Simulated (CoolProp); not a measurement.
n-octane along the isotherm 620 K: density (kg/m³) from the reference equation and from simpler models built on Tc = 568.7 K, pc = 24.84 bar, ω = 0.398; each cubic takes its own stable root.

Model: reference Helmholtz-energy equation of state, Beckmüller 2019, in CoolProp.

```json
[
 {"p (bar)": "0.118", "phase": "gas", "reference": "0.2618", "ideal gas": "0.2615", "van der Waals": "0.2618"},
 {"p (bar)": "0.209", "phase": "gas", "reference": "0.4642", "ideal gas": "0.4631", "van der Waals": "0.4641"},
 {"p (bar)": "0.373", "phase": "gas", "reference": "0.8299", "ideal gas": "0.8265", "van der Waals": "0.8295"},
 {"p (bar)": "0.662", "phase": "gas", "reference": "1.477", "ideal gas": "1.467", "van der Waals": "1.476"},
 {"p (bar)": "1.18", "phase": "gas", "reference": "2.649", "ideal gas": "2.615", "van der Waals": "2.645"},
 {"p (bar)": "2.09", "phase": "gas", "reference": "4.739", "ideal gas": "4.631", "van der Waals": "4.728"},
 {"p (bar)": "3.73", "phase": "gas", "reference": "8.617", "ideal gas": "8.265", "van der Waals": "8.584"},
 {"p (bar)": "6.62", "phase": "gas", "reference": "15.83", "ideal gas": "14.67", "van der Waals": "15.73"},
 {"p (bar)": "11.8", "phase": "gas", "reference": "30.20", "ideal gas": "26.15", "van der Waals": "29.94"},
 {"p (bar)": "20.9", "phase": "gas", "reference": "61.79", "ideal gas": "46.31", "van der Waals": "61.83"},
 {"p (bar)": "37.3", "phase": "supercritical", "reference": "166.7", "ideal gas": "82.65", "van der Waals": "193.4"}
]
```
